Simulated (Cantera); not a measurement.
## Equilibrium for silicon epitaxy and polysilicon growth: SiCl₄ + HCl + H₂

Feed: 1 mol SiCl₄, 0.03 mol HCl, 54 mol H₂.

Method: chemical equilibrium by Gibbs-energy minimisation in Cantera with the NASA 1993 tables (ideal gas, pure condensed phases). Candidate condensed phases: Si; 19 gas species. The tables' values for SiCl₃ are old estimates. The numbers say what is thermodynamically allowed, not how fast it happens.

Stable condensed phases:

```
T in K \ P in Pa
            100    210    460    980   2100   4500   9600  20000  44000  94000 200000
   1675       A      A      A      A      A      A      A      A      A      A      A
   1625       A      A      A      A      A      A      A      A      A      A      A
   1575       A      A      A      A      A      A      A      A      A      A      A
   1525       A      A      A      A      A      A      A      A      A      A      A
   1475       A      A      A      A      A      A      A      A      A      A      A
   1425       A      A      A      A      A      A      A      A      A      A      A
   1375       A      A      A      A      A      A      A      A      A      A      A
   1325       A      A      A      A      A      A      A      A      A      A      A
   1275       A      A      A      A      A      A      A      A      A      A      A
   1225       A      A      A      A      A      A      A      A      A      A      A
   1175       A      A      A      A      A      A      A      A      A      A      A
   1125       A      A      A      A      A      A      A      A      A      A      B
   1075       A      A      A      A      A      A      A      A      A      B      B
   1025       A      A      A      A      A      A      A      A      B      B      B
```

A: Si; B: gas only.
